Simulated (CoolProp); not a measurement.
n-nonane at several states: fugacity coefficient from the reference equation and from simpler models built on Tc = 321.4 °C, pc = 22.82 bar, ω = 0.443; each cubic takes its own stable root.

Values from CoolProp's reference Helmholtz-energy equation of state, Lemmon 2006. It is a short technical equation, of lower accuracy than the large ones.

```tsv
T (°C)	p (bar)	phase	reference	van der Waals	Redlich-Kwong	Peng-Robinson
267.65	1.91	gas	0.9585	0.9689	0.9628	0.9569
225.75	125	liquid	0.06907	0.1965	0.1128	0.07135
28.25	7.3	liquid	0.001024	0.09957	0.009043	0.001121
116.75	0.211	gas	0.9842	0.9927	0.9899	0.9872
```
